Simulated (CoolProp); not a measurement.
Vapour-liquid equilibrium of R125 (1) + propylene (2) at -48.65 °C; x and y are mole fractions of (1).

Model: multi-fluid Helmholtz-energy mixture model, Lemmon 2005 and Lemmon 2013; pair parameters Bell 2016, in CoolProp.

```json
[
 {"x": "0.05", "bubble pressure, mixture model (MPa)": "0.1075", "bubble pressure, Raoult's law (MPa)": "0.09676", "y, mixture model": "0.140", "y, Raoult's law": "0.051"},
 {"x": "0.125", "bubble pressure, mixture model (MPa)": "0.1187", "bubble pressure, Raoult's law (MPa)": "0.09690", "y, mixture model": "0.267", "y, Raoult's law": "0.127"},
 {"x": "0.2", "bubble pressure, mixture model (MPa)": "0.1256", "bubble pressure, Raoult's law (MPa)": "0.09704", "y, mixture model": "0.345", "y, Raoult's law": "0.203"},
 {"x": "0.275", "bubble pressure, mixture model (MPa)": "0.1297", "bubble pressure, Raoult's law (MPa)": "0.09718", "y, mixture model": "0.398", "y, Raoult's law": "0.279"},
 {"x": "0.35", "bubble pressure, mixture model (MPa)": "0.1321", "bubble pressure, Raoult's law (MPa)": "0.09733", "y, mixture model": "0.438", "y, Raoult's law": "0.354"},
 {"x": "0.425", "bubble pressure, mixture model (MPa)": "0.1334", "bubble pressure, Raoult's law (MPa)": "0.09747", "y, mixture model": "0.471", "y, Raoult's law": "0.430"},
 {"x": "0.5", "bubble pressure, mixture model (MPa)": "0.1338", "bubble pressure, Raoult's law (MPa)": "0.09761", "y, mixture model": "0.501", "y, Raoult's law": "0.505"},
 {"x": "0.575", "bubble pressure, mixture model (MPa)": "0.1335", "bubble pressure, Raoult's law (MPa)": "0.09775", "y, mixture model": "0.532", "y, Raoult's law": "0.580"},
 {"x": "0.65", "bubble pressure, mixture model (MPa)": "0.1322", "bubble pressure, Raoult's law (MPa)": "0.09790", "y, mixture model": "0.566", "y, Raoult's law": "0.654"},
 {"x": "0.725", "bubble pressure, mixture model (MPa)": "0.1298", "bubble pressure, Raoult's law (MPa)": "0.09804", "y, mixture model": "0.609", "y, Raoult's law": "0.729"},
 {"x": "0.8", "bubble pressure, mixture model (MPa)": "0.1256", "bubble pressure, Raoult's law (MPa)": "0.09818", "y, mixture model": "0.665", "y, Raoult's law": "0.803"},
 {"x": "0.875", "bubble pressure, mixture model (MPa)": "0.1189", "bubble pressure, Raoult's law (MPa)": "0.09833", "y, mixture model": "0.745", "y, Raoult's law": "0.877"},
 {"x": "0.95", "bubble pressure, mixture model (MPa)": "0.1084", "bubble pressure, Raoult's law (MPa)": "0.09847", "y, mixture model": "0.870", "y, Raoult's law": "0.951"}
]
```

The largest gap from Raoult's law is +37.1 % in bubble pressure, at x = 0.5. y crosses x between x = 0.5 and 0.575: the model has an azeotrope there.

The pair parameters rest on a limited set of measurements; away from them the model extrapolates.
